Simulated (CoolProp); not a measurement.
The numbers come from the reference Helmholtz-energy equation of state, Thol 2012 in CoolProp.

### Question
For benzene, give the phase and the density (kg/m³), cv (kJ/(kg K)), Joule-Thomson coefficient (K/MPa), expansivity (1/kK) at 167.75 °C and 3.59 MPa; 185.65 °C and 3.59 MPa; 203.55 °C and 3.59 MPa.

### Answer
- 167.75 °C and 3.59 MPa: liquid; density 713, cv 1.63, Joule-Thomson coefficient -0.109, expansivity 1.88
- 185.65 °C and 3.59 MPa: liquid; density 688, cv 1.68, Joule-Thomson coefficient -0.0228, expansivity 2.10
- 203.55 °C and 3.59 MPa: liquid; density 661, cv 1.73, Joule-Thomson coefficient 0.0969, expansivity 2.42
